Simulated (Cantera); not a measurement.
A freely propagating, adiabatic, planar premixed flame of CH₄ : H₂ : O₂ : N₂ : H₂O = 1 : 0.74 : 2.15 : 8.1 : 1 (molar parts), equivalence ratio 1.1, unburnt at 550 K and 0.230 bar; mixture-averaged transport, grid criteria slope 0.08 and curve 0.16, no radiation.

Model: GRI-Mech 3.0 (53 species, 325 reactions), integrated in Cantera. Burning velocities carry a grid error of a few per cent, more on coarse grids.

Task: Predict: laminar burning velocity; thermal thickness; peak x(OH); peak x(CO).

Result: 
```
Property                    Result
------------------------  --------
laminar burning velocity  175 cm/s
thermal thickness          1.25 mm
peak x(OH)                  0.0104
peak x(CO)                  0.0501
```
